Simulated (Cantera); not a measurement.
Charge: 1 mol FeS₂, 0.65 mol H₂, at 750 Torr.

Method: chemical equilibrium by Gibbs-energy minimisation in Cantera with the NASA 1993 tables (ideal gas, pure condensed phases). Candidate condensed phases: Fe, FeS, FeS₂, S; 8 gas species. FeS: taken at fixed stoichiometry. Gases not in the tables: S₃ to S₇. The numbers say what is thermodynamically allowed, not how fast it happens.

x: gas mole fraction; n: condensed amount in mol.

```tsv
T (°C)	x H₂S	x S₂	x H₂	x SH	x S	x H	n FeS(s)
775	0.760	0.220	0.0196	8.11e-5	1.07e-8	1.08e-9	1.00
800	0.754	0.222	…	…	…	…	1.00
825	0.745	0.224	0.0305	0.000151	3.33e-8	4.32e-9	1.00
850	0.736	0.227	0.0373	0.000201	5.68e-8	8.22e-9	1.00
875	0.725	0.230	0.0450	0.000265	9.47e-8	1.52e-8	1.00
900	0.713	0.233	…	…	…	…	1.00
925	0.699	0.237	0.0634	0.000442	2.48e-7	4.79e-8	1.00
950	0.684	0.241	0.0741	0.000561	3.90e-7	8.18e-8	1.00
975	0.668	0.246	0.0856	0.000705	6.03e-7	1.37e-7	1.00
1000	0.651	0.250	0.0980	0.000877	9.17e-7	2.23e-7	1.00
1025	0.632	0.256	0.111	0.00108	1.37e-6	3.57e-7	1.00
1050	0.613	0.261	0.125	0.00132	2.03e-6	5.61e-7	1.00
1075	0.593	0.267	0.139	0.00159	2.95e-6	8.63e-7	1.00
```

**Question.** What belongs in the gaps?

**Answer.** 
- 800, x H₂: 0.0246
- 800, x SH: 0.000111
- 800, x S: 1.91e-8
- 800, x H: 2.20e-9
- 900, x H₂: 0.0537
- 900, x SH: 0.000344
- 900, x S: 1.55e-7
- 900, x H: 2.73e-8
